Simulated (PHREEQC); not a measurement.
Na2SO4 is added in steps, without added water, to 1 kg of water holding 0.029 mol Cu(NO3)2 and 0.0002 mol NaCl, at 20 °C. Oxygen alone is held at its pressure in air (log pO2 = -0.68). The system is closed to CO2. Solids allowed: Cu(OH)2, Brochantite, Antlerite, Atacamite, Cu2(OH)3NO3, Halite, Mirabilite, Chalcanthite. Others were left out.

Base run: PHREEQC, ion-association model, wateq4f.dat. Each further column changes one thing. The table gives SO4-2 (mol/kgw).

```
Na2SO4 added (mol)     base  Cu(NO3)2 left out  temperature from 20 to 75 °C  Cu(NO3)2 replaced by Mg(NO3)2 at the same molality  no solid may form
------------------  -------  -----------------  ----------------------------  --------------------------------------------------  -----------------
0                         0                  0                             0                                                   0                  0
0.0029              0.00154            0.00284                       0.00144                                             0.00151            0.00155
0.005075            0.00276                  …                       0.00258                                             0.00270            0.00277
0.007975            0.00444            0.00765                       0.00417                                             0.00435            0.00446
0.01087             0.00620             0.0103                       0.00583                                             0.00608            0.00622
0.01305             0.00757             0.0123                       0.00713                                             0.00741            0.00758
0.01595             0.00943             0.0149                       0.00892                                             0.00925            0.00945
0.01812              0.0109             0.0168                        0.0103                                              0.0107             0.0109
0.02102              0.0128                  …                             …                                              0.0126             0.0128
0.02392              0.0148             0.0219                        0.0141                                              0.0146             0.0148
0.0261               0.0163             0.0237                             …                                              0.0161             0.0164
0.029                0.0184             0.0262                        0.0176                                              0.0181             0.0184
```

Question: Complete the blanks.

Answer: 
- 0.005075, Cu(NO3)2 left out: 0.00492
- 0.02102, Cu(NO3)2 left out: 0.0194
- 0.02102, temperature from 20 to 75 °C: 0.0122
- 0.0261, temperature from 20 to 75 °C: 0.0156

 Constants without temperature data keep their 25 °C values here. In at least one series the solution becomes supersaturated in solids that the run did not let form, among them Brochantite, Antlerite. Solids allowed in the column 'Cu(NO3)2 left out': Halite, Mirabilite. Solids allowed in the column 'Cu(NO3)2 replaced by Mg(NO3)2 at the same molality': Brucite, Halite, Mirabilite, Epsomite.
